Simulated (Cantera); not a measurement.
What does this Cantera script print?

```python
import numpy as np
import cantera as ct

gas = ct.Solution("gri30.yaml")
gas.TPX = 1250, 13332, {'CO': 0.0072, 'O2': 0.0043, 'H2O': 0.011, 'N2': 1}
reactor = ct.IdealGasConstPressureReactor(gas, energy="off", clone=False)
net = ct.ReactorNet([reactor])
net.rtol, net.atol = 1e-08, 1e-18
show = ['CO', 'O2', 'H2O', 'NO', 'NO2']
times = np.geomspace(6e-06, 70, 12)

steps = ct.SolutionArray(gas, extra=["t"])
rows = []
print(f"{'t/s':>10s}{'T/K':>9s}{'P/Pa':>11s}" + "".join(f"{s:>11s}" for s in show))
for t in times:
    while net.time < t:
        t_next = net.step()
        steps.append(gas.state, t=t_next)
    rows.append([np.interp(t, steps.t, y) for y in (steps.T, steps.P, *steps(*show).X.T)])
    print(f"{t:10.3e}{rows[-1][0]:9.1f}{rows[-1][1]:11.4g}" + "".join(f"{x:11.3e}" for x in rows[-1][2:]))
rate = np.gradient(steps.T, steps.t)
print("integrator steps:", len(steps.t))
if steps.T.max() > steps.T[0] + 200:
    print(f"time of steepest temperature rise: {steps.t[rate.argmax()]:.4e} s")
gas.TPX = 1250, 13332, {'CO': 0.0072, 'O2': 0.0043, 'H2O': 0.011, 'N2': 1}
gas.equilibrate("TP")
print(f"equilibrium (TP): T = {gas.T:.1f} K  " + "  ".join(f"{s} {gas[s].X[0]:.3e}" for s in show))
```

Output:

```
       t/s      T/K       P/Pa         CO         O2        H2O         NO        NO2
 6.000e-06   1250.0  1.333e+04  7.042e-03  4.205e-03  1.076e-02  6.643e-23  7.129e-33
 2.634e-05   1250.0  1.333e+04  7.042e-03  4.205e-03  1.076e-02  1.276e-21  5.364e-31
 1.156e-04   1250.0  1.333e+04  7.042e-03  4.205e-03  1.076e-02  2.691e-20  5.032e-29
 5.076e-04   1250.0  1.333e+04  7.042e-03  4.205e-03  1.076e-02  6.359e-19  5.993e-27
 2.228e-03   1250.0  1.333e+04  7.042e-03  4.205e-03  1.076e-02  1.462e-17  1.074e-24
 9.781e-03   1250.0  1.333e+04  7.041e-03  4.205e-03  1.076e-02  1.477e-15  7.340e-21
 4.294e-02   1250.0  1.333e+04  3.034e-03  2.646e-03  9.286e-03  1.104e-07  1.943e-12
 1.885e-01   1250.0  1.333e+04  4.865e-04  1.173e-03  1.010e-02  9.518e-07  1.527e-11
 8.275e-01   1250.0  1.333e+04  1.095e-04  7.819e-04  1.066e-02  1.062e-06  4.567e-11
 3.632e+00   1250.0  1.333e+04  1.336e-05  6.955e-04  1.078e-02  1.074e-06  2.399e-10
 1.595e+01   1250.0  1.333e+04  1.208e-06  6.866e-04  1.079e-02  1.076e-06  5.796e-10
 7.000e+01   1250.0  1.333e+04  1.495e-07  6.863e-04  1.080e-02  1.076e-06  4.082e-10
integrator steps: 1789
equilibrium (TP): T = 1250.0 K  CO 4.039e-08  O2 6.779e-04  H2O 1.080e-02  NO 1.799e-05  NO2 4.990e-09
```

Detailed kinetics in Cantera: GRI-Mech 3.0 (53 species, 325 reactions).
